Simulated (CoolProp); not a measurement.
Cyclohexane along the isobar 0.656 MPa: fugacity coefficient from the reference equation and from simpler models built on Tc = 553.6 K, pc = 4.081 MPa, ω = 0.209; each cubic takes its own stable root.

Computed with CoolProp (reference Helmholtz-energy equation of state, Zhou 2014).

```
T (K)   phase  reference
-----  ------  ---------
367.9  liquid     0.2246
373.3  liquid     0.2582
378.8  liquid     0.2961
384.2  liquid     0.3370
389.7  liquid     0.3826
395.1  liquid     0.4314
400.6  liquid     0.4854
406    liquid     0.5427
411.4  liquid     0.6043
416.9  liquid     0.6717
422.3  liquid     0.7424
427.8  liquid     0.8191
433.2     gas     0.8801
438.7     gas     0.8850
444.1     gas     0.8896
449.6     gas     0.8941
```

Question: How far does each simpler model (van der Waals, Soave-Redlich-Kwong, Peng-Robinson) lie from the reference over these 16 states: mean and median of the absolute difference, and the worst?

Answer: 
- van der Waals: mean 87.6 %, median 57.9 %, worst +274.6 % at 367.9 K and 0.656 MPa
- Soave-Redlich-Kwong: mean 0.7 %, median 0.7 %, worst +1.0 % at 427.8 K and 0.656 MPa
- Peng-Robinson: mean 0.3 %, median 0.4 %, worst -0.6 % at 427.8 K and 0.656 MPa

At some of these states van der Waals gives the other phase, because its saturation line lies elsewhere.
